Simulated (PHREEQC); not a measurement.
Consider water at 25 °C with 0.0153 mol/kgw HF, 0.00038 mol/kgw CaCl2 and 0.0031 mol/kgw MnSO4. Closed to the air; pH follows from the charge balance.

All values are PHREEQC results (ion-association model, phreeqc.dat), not measurements.

Precipitation was switched off in this run.

Problem. What pH, ionic strength does the model give?

Solution. pH 2.56; ionic strength 0.0142 mol/kgw.

Problem. In which forms is F present?

Solution. HF 77 %, F- 21 %, HF2- 1.9 % of the F.

Saturation is exceeded, for instance for Fluorite; the values hold only as long as no solid forms. Complexes and solids missing from the database can't appear.
